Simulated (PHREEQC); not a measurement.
Solution (65 °C): 35 mmol/kgw Cu(BF4)2, 0.053 mmol/kgw HNO3 and 0.8 mmol/kgw NaCl. Closed to the air; pH follows from the charge balance.

Computed with PHREEQC (ion-association model, wateq4f.dat).

```
Property                 Result
----------------  -------------
pH                         2.78
ionic strength    0.106 mol/kgw
total alkalinity    -210 meq/kg
```

```
species    molality  activity   log γ
---------  --------  --------  ------
BF4-         0.0618    0.0447  -0.141
Cu+2         0.0339    0.0125  -0.434
HF           0.0124    0.0127   0.011
BF3OH-      0.00406   0.00294  -0.141
F-          0.00318   0.00236  -0.130
H3BO3       0.00234   0.00240   0.011
H+          0.00204   0.00166  -0.091
BF2(OH)2-   0.00180   0.00130  -0.141
CuF+       0.000971  0.000740  -0.118
Na+        0.000799  0.000611  -0.117
```

No solid was allowed to form. At this temperature some constants are extrapolated from 25 °C, and those without enthalpy data are left unchanged. Real BF4- forms and hydrolyses slowly; the run takes it at equilibrium.
